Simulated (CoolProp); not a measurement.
Vapour-liquid equilibrium of toluene (1) + p-xylene (2) at 0.227 bar; x and y are mole fractions of (1).

Model: multi-fluid Helmholtz-energy mixture model, Lemmon 2006 and Zhou 2012; pair parameters Bell 2016, in CoolProp.

**Question.** Give the bubble temperature and the first vapour's composition at x = 0.125, 0.275, 0.425. Is there an azeotrope?

**Answer.** x = 0.125: 85.5 °C, y = 0.258; x = 0.275: 80.7 °C, y = 0.485; x = 0.425: 76.6 °C, y = 0.650. No azeotrope shows between x = 0.05 and 0.95.

The pair parameters rest on a limited set of measurements; away from them the model extrapolates.
